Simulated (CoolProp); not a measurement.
Vapour-liquid equilibrium of R125 (1) + R236FA (2) at 0.0921 bar; x and y are mole fractions of (1).

Computed with CoolProp (multi-fluid Helmholtz-energy mixture model, Lemmon 2005 and Pan 2012; pair parameters Bell 2016).

**Question.** Give the bubble temperature and the first vapour's composition at x = 0.35, 0.65, 0.8. Is there an azeotrope?

**Answer.** x = 0.35: 199.2 K, y = 0.914; x = 0.65: 191.5 K, y = 0.977; x = 0.8: 188.9 K, y = 0.990. No azeotrope shows between x = 0.05 and 0.95.

Pair parameters are fitted to limited data, so mixtures are less certain than the pure fluids.
